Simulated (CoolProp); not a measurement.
c-C4F8 (RC318) along the isobar 731 kPa: fugacity coefficient from the reference equation and from simpler models built on Tc = 388.4 K, pc = 2778 kPa, ω = 0.355; each cubic takes its own stable root.

Computed with CoolProp (reference Helmholtz-energy equation of state, Platzer 1990). This equation is an older, rougher fit; its heat capacities, sound speeds and derivatives of the liquid may be far off and weren't checked against measurements.

| T (K) | phase | reference |
|---|---|---|
| 260.7 | liquid | 0.1054 |
| 294.9 | liquid | 0.3611 |
| 329.1 | gas | 0.8473 |
| 363.3 | gas | 0.8918 |
| 397.5 | gas | 0.9209 |
| 431.6 | gas | 0.9410 |
| 465.8 | gas | 0.9556 |
| 500 | gas | 0.9664 |

### Question
How far does each simpler model (van der Waals, Redlich-Kwong, Peng-Robinson) lie from the reference over these 8 states: mean and median of the absolute difference, and the worst?

### Answer
- van der Waals: mean 71.0 %, median 1.3 %, worst +424.4 % at 260.7 K and 731 kPa
- Redlich-Kwong: mean 21.8 %, median 0.8 %, worst +112.8 % at 260.7 K and 731 kPa
- Peng-Robinson: mean 1.0 %, median 1.1 %, worst -1.4 % at 363.3 K and 731 kPa

At some of these states van der Waals gives the other phase, because its saturation line lies elsewhere.
